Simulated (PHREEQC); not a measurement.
Solution A (0.045 mol Cu(NO3)2 and 0.00044 mol Na2SO4 per kg of water) is mixed with solution B (0.0092 mol/kgw NaHCO3, 6.8e-05 mol/kgw Na2B4O7 and 0.11 mol/kgw NaCl) at 80 °C; shares are by mass of water, 1 kg in all. O2 is buffered at 0.21 atm. CO2 from the air is kept out. Only these solids could form: Tenorite, Malachite, Brochantite, Antlerite, Atacamite, Cu2(OH)3NO3, Halite, Mirabilite, Chalcanthite, Nahcolite, Natron.

The numbers come from PHREEQC with the ion-association model, wateq4f.dat.

| share of solution B | pH | Atacamite (mol) | Malachite (mol) | Cl in solution (mol/kgw) | Cu in solution (mol/kgw) | Cu+2 (mol/kgw) | H3BO3 (mol/kgw) |
|---|---|---|---|---|---|---|---|
| 0 | 3.77 | 0 | 0 | 0 | 0.0450 | 0.0445 | 0 |
| 0.1 | 3.75 | 0.000332 | 0 | 0.0107 | 0.0398 | 0.0369 | 2.72e-5 |
| 0.2 | 3.70 | 0.000671 | 0 | 0.0213 | 0.0347 | 0.0299 | 5.44e-5 |
| 0.3 | 3.70 | 0.000988 | 0 | 0.0320 | 0.0295 | 0.0236 | ? |
| 0.4 | ? | 0.00130 | 0 | 0.0427 | 0.0244 | 0.0181 | 0.000109 |
| 0.5 | 3.77 | ? | 0 | 0.0534 | 0.0193 | 0.0132 | 0.000136 |
| 0.6 | ? | 0.00190 | 0 | 0.0641 | 0.0142 | 0.00903 | ? |
| 0.7 | 3.97 | 0.00220 | 0 | 0.0748 | 0.00911 | 0.00537 | ? |
| 0.8 | 4.21 | 0.00248 | 0 | 0.0855 | 0.00404 | 0.00221 | 0.000218 |
| 0.9 | 5.07 | 0.000651 | ? | 0.0983 | 0.000211 | 0.000103 | 0.000245 |
| 1 | 7.58 | 0 | 0 | 0.110 | 0 | 0 | 0.000253 |

Q: Complete the blanks.

A: 
- 0.3, H3BO3 (mol/kgw): 8.16e-5
- 0.4, pH: 3.72
- 0.5, Atacamite (mol): 0.00160
- 0.6, pH: 3.85
- 0.6, H3BO3 (mol/kgw): 0.000163
- 0.7, H3BO3 (mol/kgw): 0.000190
- 0.9, Malachite (mol): 0.00149

Away from 25 °C the constants follow the database's enthalpies or fits; those with neither stay at their 25 °C values.
